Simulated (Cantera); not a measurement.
Charge: 1 mol Nb2O5, a varied amount of H2, 0.056 mol H2O, held at 2173 K and 0.200 bar.

Cantera equilibrium calculation (NASA polynomials, part measured and part estimated; ideal gas, pure solids and liquids). Candidate condensed phases: H2O, Nb, NbO, NbO2, Nb2O5; 12 gas species. NbO: taken at fixed stoichiometry. The numbers say what is thermodynamically allowed, not how fast it happens.

Task: At 190 mol H2, list the 5 most abundant gas species with their mole fractions, and the condensed phases.

Result: H2 0.973, H2O 0.0157, H 0.0106, NbO2 0.000234, OH 2.30e-5. Condensed: NbO(s).
